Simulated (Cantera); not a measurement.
# Thermodynamics of carbothermic reduction, feed Ta2O5 + C + CO

Charge: 1 mol Ta2O5, 2.2 mol C, 0.025 mol CO.

Method: chemical equilibrium by Gibbs-energy minimisation in Cantera with the NASA 1993 tables (ideal gas, pure condensed phases). Candidate condensed phases: C, Ta, TaC, Ta2O5; 15 gas species. Mutual solubility and eutectic melting of coexisting phases are not modelled. TaC: taken at fixed stoichiometry. Condensed phases not in the tables: Ta2C. Rates play no part.

Problem. Map the stable condensed phases over T = 1448, 1473, 1498, 1523, 1548, 1573, 1598, 1623, 1648 K and P in Pa = 10, 32, 100, 320, 1000, 3200, 10000, 32000, 100000, 320000, 1000000.

Solution. 
```
T in K \ P in Pa
              10      32     100     320    1000    3200   10000   32000  100000  320000 1000000
   1648        A       A       A       A       A       A       A       A       A       A       A
   1623        A       A       A       A       A       A       A       A       A       A       A
   1598        A       A       A       A       A       A       A       A       A       A       A
   1573        A       A       A       A       A       A       A       A       A       A       A
   1548        A       A       A       A       A       A       A       A       A       A       B
   1523        A       A       A       A       A       A       A       A       A       A       B
   1498        A       A       A       A       A       A       A       A       A       A       B
   1473        A       A       A       A       A       A       A       A       A       A       B
   1448        A       A       A       A       A       A       A       A       A       B       B
```
A: TaC + Ta2O5; B: C + Ta2O5.
